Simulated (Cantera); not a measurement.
A freely propagating, adiabatic, planar premixed flame of H2 : O2 : N2 : H2O = 1 : 0.676 : 3.24 : 0.21 (molar parts), equivalence ratio 0.74, unburnt at 623 K and 760 Torr; mixture-averaged transport, grid criteria slope 0.08 and curve 0.16, no radiation.

Computed with Cantera and the H2/O2 subset of GRI-Mech 3.0, which has no nitrogen chemistry. Burning velocities carry a grid error of a few per cent, more on coarse grids.

Problem. Predict: laminar burning velocity; thermal thickness; peak x(H2O2); peak x(H); peak x(OH); peak x(O).

Solution. 
```json
{
 "laminar_burning_velocity": "414 cm/s",
 "thermal_thickness": "0.456 mm",
 "peak x(H2O2)": "1.91e-5",
 "peak x(H)": "0.0210",
 "peak x(OH)": "0.0100",
 "peak x(O)": "0.00795"
}
```
